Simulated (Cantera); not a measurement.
Thermodynamics of silicon epitaxy and polysilicon growth, feed SiHCl3 + HCl + H2

Charge: 1 mol SiHCl3, 0.25 mol HCl, 82 mol H2, held at 0.0270 bar.

Method: chemical equilibrium by Gibbs-energy minimisation in Cantera with the NASA 1993 tables (ideal gas, pure condensed phases). Candidate condensed phases: Si; 19 gas species. The tables' values for SiCl3 are old estimates; treat these amounts as uncertain. The numbers say what is thermodynamically allowed, not how fast it happens.

| T (K) | x H2 | x HCl | x SiCl4 | x SiCl2 | x SiHCl3 | x SiCl3 | x SiH2Cl2 | x H | n Si(s) |
|---|---|---|---|---|---|---|---|---|---|
| 1025 | 0.977 | 0.0159 | 0.00373 | 0.000464 | 0.00197 | 0.000288 | 0.000115 | 2.62e-8 | 0.450 |
| 1050 | 0.975 | 0.0186 | 0.00313 | 0.000660 | 0.00171 | 0.000338 | 0.000106 | 4.88e-8 | 0.501 |
| 1075 | 0.973 | 0.0212 | 0.00252 | 0.000900 | 0.00144 | 0.000379 | 9.63e-5 | 8.81e-8 | 0.552 |
| 1100 | 0.972 | 0.0237 | 0.00194 | 0.00118 | 0.00117 | 0.000405 | 8.51e-5 | 1.55e-7 | 0.599 |
| 1125 | 0.970 | 0.0259 | 0.00142 | 0.00147 | 0.000919 | 0.000411 | 7.32e-5 | 2.66e-7 | 0.640 |
| 1150 | 0.968 | 0.0278 | 0.000979 | 0.00176 | 0.000692 | 0.000397 | 6.14e-5 | 4.47e-7 | 0.673 |
| 1175 | 0.967 | 0.0293 | 0.000646 | 0.00202 | 0.000503 | 0.000366 | 5.03e-5 | 7.34e-7 | 0.698 |
| 1200 | 0.966 | 0.0303 | 0.000411 | 0.00225 | 0.000356 | 0.000325 | 4.04e-5 | 1.18e-6 | 0.715 |
| 1225 | 0.966 | 0.0311 | 0.000255 | 0.00244 | 0.000247 | 0.000280 | 3.20e-5 | 1.86e-6 | 0.726 |
| 1250 | 0.965 | 0.0315 | 0.000156 | 0.00259 | 0.000170 | 0.000238 | 2.53e-5 | 2.89e-6 | 0.732 |
| 1275 | 0.965 | 0.0318 | 9.56e-5 | 0.00271 | 0.000117 | 0.000200 | 1.99e-5 | 4.41e-6 | 0.735 |
| 1300 | 0.965 | 0.0319 | 5.88e-5 | 0.00282 | 8.09e-5 | 0.000167 | 1.57e-5 | 6.61e-6 | 0.735 |
| 1325 | 0.965 | 0.0320 | 3.65e-5 | 0.00291 | 5.63e-5 | 0.000140 | 1.25e-5 | 9.78e-6 | 0.734 |
| 1350 | 0.965 | 0.0320 | 2.29e-5 | 0.00299 | 3.95e-5 | 0.000117 | 9.94e-6 | 1.42e-5 | 0.732 |
x: gas mole fraction; n: condensed amount in mol.

From 1025 K to 1350 K the condensed part is Si(s). The main Si-bearing gas is SiCl4 at 1025 K and SiCl2 at 1350 K.
